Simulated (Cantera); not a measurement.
A closed system holds: 1 mol Si₃N₄, a varied amount of Cl₂, held at 900 °C and 1.00 bar.

These are equilibrium values from Cantera (NASA tables, ideal gas, pure condensed phases), not measurements of a reactor. Candidate condensed phases: Si, Si₃N₄; 13 gas species. The tables' values for SiCl₃ are old estimates; treat these amounts as uncertain. Kinetics and transport are ignored.

log p: log10 of the partial pressure in bar; n: condensed amount in mol.

```json
[
 {"n(Cl₂) (mol)": "1", "log p Cl₂": "-8.93", "log p SiCl₄": "-0.22", "log p N₂": "-0.40", "log p Cl": "-6.91", "n Si₃N₄(s)": "0.833"},
 {"n(Cl₂) (mol)": "1.5", "log p Cl₂": "-8.93", "log p SiCl₄": "-0.22", "log p N₂": "-0.40", "log p Cl": "-6.91", "n Si₃N₄(s)": "0.750"},
 {"n(Cl₂) (mol)": "2.3", "log p Cl₂": "-8.93", "log p SiCl₄": "-0.22", "log p N₂": "-0.40", "log p Cl": "-6.91", "n Si₃N₄(s)": "0.616"},
 {"n(Cl₂) (mol)": "3.4", "log p Cl₂": "-8.93", "log p SiCl₄": "-0.22", "log p N₂": "-0.40", "log p Cl": "-6.91", "n Si₃N₄(s)": "___"},
 {"n(Cl₂) (mol)": "5", "log p Cl₂": "-8.93", "log p SiCl₄": "-0.22", "log p N₂": "-0.40", "log p Cl": "-6.91", "n Si₃N₄(s)": "0.166"},
 {"n(Cl₂) (mol)": "7.5", "log p Cl₂": "-0.64", "log p SiCl₄": "-0.34", "log p N₂": "-0.51", "log p Cl": "-2.77", "n Si₃N₄(s)": "0"},
 {"n(Cl₂) (mol)": "11", "log p Cl₂": "___", "log p SiCl₄": "___", "log p N₂": "___", "log p Cl": "___", "n Si₃N₄(s)": "0"},
 {"n(Cl₂) (mol)": "17", "log p Cl₂": "-0.16", "log p SiCl₄": "-0.73", "log p N₂": "-0.90", "log p Cl": "-2.53", "n Si₃N₄(s)": "0"},
 {"n(Cl₂) (mol)": "25", "log p Cl₂": "-0.10", "log p SiCl₄": "-0.90", "log p N₂": "-1.08", "log p Cl": "-2.50", "n Si₃N₄(s)": "0"},
 {"n(Cl₂) (mol)": "37", "log p Cl₂": "-0.07", "log p SiCl₄": "-1.08", "log p N₂": "-1.26", "log p Cl": "-2.48", "n Si₃N₄(s)": "0"}
]
```

**Question.** Fill in the missing entries.

**Answer.** 
- 3.4, n Si₃N₄(s): 0.433
- 11, log p Cl₂: -0.30
- 11, log p SiCl₄: -0.52
- 11, log p N₂: -0.70
- 11, log p Cl: -2.60
